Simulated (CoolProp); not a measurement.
Saturated liquid density (kg/m³) of ethanol: the reference equation beside estimates from Tc = 514.7 K, pc = 6.268 MPa, ω = 0.644. Rackett uses Z = 0.29056 − 0.08775 ω.

Computed with CoolProp (reference Helmholtz-energy equation of state, Schroeder 2014).

```tsv
T (K)	reference	Rackett	Soave-Redlich-Kwong	Peng-Robinson
327.1	759.5	856.1	645.4	727.0
331.4	755.6	850.0	641.6	723.0
335.6	751.7	843.9	637.9	719.0
339.9	747.7	[?]	633.9	714.7
344.2	743.6	831.4	629.9	710.4
348.5	739.4	825.0	625.7	705.9
352.7	[?]	818.7	621.6	701.4
357	731.0	812.2	617.2	696.7
361.3	726.6	805.6	612.7	691.8
365.5	722.2	799.1	608.2	686.9
369.8	[?]	792.3	603.4	681.7
374.1	713.0	785.5	598.6	676.4
378.3	708.3	778.7	593.7	671.1
382.6	703.4	771.7	588.5	665.5
386.9	698.4	764.6	583.2	659.6
```

Problem. Fill in the missing entries.

Solution. 
- 339.9, Rackett: 837.7
- 352.7, reference: 735.3
- 369.8, reference: 717.7

Absolute difference from the reference over all 15 rows, mean and median: Rackett 11.1 and 11.1 %, Soave-Redlich-Kwong 15.6 and 15.6 %, Peng-Robinson 4.8 and 4.7 %.
